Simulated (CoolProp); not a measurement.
The numbers come from the reference Helmholtz-energy equation of state, Lemmon 2006 in CoolProp. It is a short technical equation, of lower accuracy than the large ones.

**Question.** Give the vapour pressure (bar), vapour density (kg/m³), liquid cp (kJ/(kg K)), surface tension (mN/m) of saturated carbonyl sulfide at 317.2 K.

**Answer.** 
| T (K) | p (bar) | vapour density (kg/m³) | liquid cp (kJ/(kg K)) | surface tension (mN/m) |
|---|---|---|---|---|
| 317.2 | 20.0 | 58.8 | 1.48 | 5.62 |

Surface tension comes from a separate correlation (Mulero 2012).
